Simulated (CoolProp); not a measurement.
Dodecamethylcyclohexasiloxane (D6) along the isotherm 620 K: fugacity coefficient from the reference equation and from simpler models built on Tc = 645.8 K, pc = 0.9614 MPa, ω = 0.736; each cubic takes its own stable root.

Computed with CoolProp (reference Helmholtz-energy equation of state, Colonna 2008). It is a short technical equation, of lower accuracy than the large ones.

```json
[
 {"p (MPa)": "0.0401", "phase": "gas", "reference": "0.9800"},
 {"p (MPa)": "0.0801", "phase": "gas", "reference": "0.9604"},
 {"p (MPa)": "0.12", "phase": "gas", "reference": "0.9410"},
 {"p (MPa)": "0.16", "phase": "gas", "reference": "0.9218"},
 {"p (MPa)": "0.2", "phase": "gas", "reference": "0.9028"},
 {"p (MPa)": "0.24", "phase": "gas", "reference": "0.8840"},
 {"p (MPa)": "0.28", "phase": "gas", "reference": "0.8655"},
 {"p (MPa)": "0.32", "phase": "gas", "reference": "0.8471"},
 {"p (MPa)": "0.361", "phase": "gas", "reference": "0.8284"},
 {"p (MPa)": "0.401", "phase": "gas", "reference": "0.8104"},
 {"p (MPa)": "0.441", "phase": "gas", "reference": "0.7924"},
 {"p (MPa)": "0.481", "phase": "gas", "reference": "0.7746"}
]
```

Q: How far does each simpler model (Redlich-Kwong, Peng-Robinson) lie from the reference over these 12 states: mean and median of the absolute difference, and the worst?

A: 
- Redlich-Kwong: mean 2.7 %, median 2.7 %, worst +5.0 % at 620 K and 0.481 MPa
- Peng-Robinson: mean 1.0 %, median 1.0 %, worst +1.7 % at 620 K and 0.481 MPa
